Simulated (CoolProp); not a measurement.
Vapour-liquid equilibrium of n-pentane (1) + the fluoroketone C6F12O (FK-5-1-12) (2) at 4.31 bar; x and y are mole fractions of (1).

Computed with CoolProp (multi-fluid Helmholtz-energy mixture model, Thol 2019 and McLinden 2015; pair parameters Bell 2016).

| x | bubble temperature, mixture model (K) | bubble temperature, Raoult's law (K) | y, mixture model | y, Raoult's law |
|---|---|---|---|---|
| 0.05 | 367.7 | 371.0 | 0.123 | 0.066 |
| 0.15 | 360.8 | 369.7 | 0.319 | 0.191 |
| 0.25 | 355.9 | 368.4 | 0.451 | 0.309 |
| 0.35 | 352.9 | 367.1 | 0.535 | 0.420 |
| 0.45 | 351.3 | 365.9 | 0.589 | 0.524 |
| 0.55 | 350.5 | 364.7 | 0.625 | 0.623 |
| 0.65 | 350.2 | 363.5 | 0.655 | 0.716 |
| 0.75 | 350.5 | 362.3 | 0.689 | 0.803 |
| 0.85 | 351.6 | 361.2 | 0.747 | 0.885 |
| 0.95 | 355.3 | 360.1 | 0.873 | 0.963 |

The largest gap from Raoult's law is -14.6 K in bubble temperature, at x = 0.45. y crosses x between x = 0.65 and 0.75: the model has an azeotrope there.

Pair parameters are fitted to limited data, so mixtures are less certain than the pure fluids.
